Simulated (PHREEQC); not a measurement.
## Acid mine or pickling water: speciation

Model water analysis in mg/kgw, 25 °C, pH 2.78, pe 11.4:

| constituent | mg/kgw |
|---|---|
| Na | 120 |
| K | 171 |
| Ca | 6.86 |
| Mg | 32.1 |
| Cl | 136 |
| S(6) as SO4 | 610 |
| N(5) as NO3 | 0.417 |
| Fe(3) | 6.9 |
| Mn(2) | 0.573 |

Na is adjusted to close the charge balance.
Valence states are taken as typed.

Computed with PHREEQC (ion-association model, phreeqc.dat).

Precipitation was switched off in this run.

Q: Estimate the ionic strength, specific conductance.

A: ionic strength 0.0210 mol/kgw; specific conductance 2230 µS/cm.

Q: In which forms is Mn present?

A: Mn+2 76 %, MnSO4 23 %, MnCl+ 0.7 % of the Mn.

The solution is supersaturated, for example in Jarosite-K, Hematite (slow to form), so a real one may precipitate; this is no full list. Species that the database lacks are ignored.
